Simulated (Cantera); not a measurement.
Source: NASA polynomial tables (part measured, part estimated), evaluated in Cantera. Values are per mole of reaction as written; species without (g) are pure solids or liquids, kept so even where they would boil at 1 bar.

SrCl₂ = Cl₂(g) + Sr

```json
[
 {"T (K)": "300", "ΔH° (kJ)": "828.8", "ΔS° (J/K)": "163.2", "ΔG° (kJ)": "779.9", "log10 K": "-135.79", "condensed phases": "SrCl₂(s), Sr(s)"},
 {"T (K)": "500", "ΔH° (kJ)": "___", "ΔS° (J/K)": "___", "ΔG° (kJ)": "___", "log10 K": "___", "condensed phases": "SrCl₂(s), Sr(s)"},
 {"T (K)": "600", "ΔH° (kJ)": "___", "ΔS° (J/K)": "___", "ΔG° (kJ)": "___", "log10 K": "___", "condensed phases": "SrCl₂(s), Sr(s)"},
 {"T (K)": "700", "ΔH° (kJ)": "822.1", "ΔS° (J/K)": "149.2", "ΔG° (kJ)": "717.7", "log10 K": "-53.55", "condensed phases": "SrCl₂(s), Sr(s)"},
 {"T (K)": "800", "ΔH° (kJ)": "820.0", "ΔS° (J/K)": "146.4", "ΔG° (kJ)": "702.9", "log10 K": "-45.89", "condensed phases": "SrCl₂(s), Sr(s)"},
 {"T (K)": "900", "ΔH° (kJ)": "818.2", "ΔS° (J/K)": "144.3", "ΔG° (kJ)": "688.3", "log10 K": "-39.95", "condensed phases": "SrCl₂(s), Sr(s)"},
 {"T (K)": "1000", "ΔH° (kJ)": "___", "ΔS° (J/K)": "___", "ΔG° (kJ)": "___", "log10 K": "___", "condensed phases": "SrCl₂(s), Sr(s)"},
 {"T (K)": "1100", "ΔH° (kJ)": "811.7", "ΔS° (J/K)": "137.6", "ΔG° (kJ)": "660.4", "log10 K": "-31.36", "condensed phases": "SrCl₂(s), Sr(l)"}
]
```

**Question.** Some entries are withheld; supply them.

**Answer.** 
- 500, ΔH° (kJ): 825.7
- 500, ΔS° (J/K): 155.2
- 500, ΔG° (kJ): 748.1
- 500, log10 K: -78.15
- 600, ΔH° (kJ): 824.0
- 600, ΔS° (J/K): 152.1
- 600, ΔG° (kJ): 732.7
- 600, log10 K: -63.79
- 1000, ΔH° (kJ): 814.9
- 1000, ΔS° (J/K): 140.8
- 1000, ΔG° (kJ): 674.1
- 1000, log10 K: -35.21
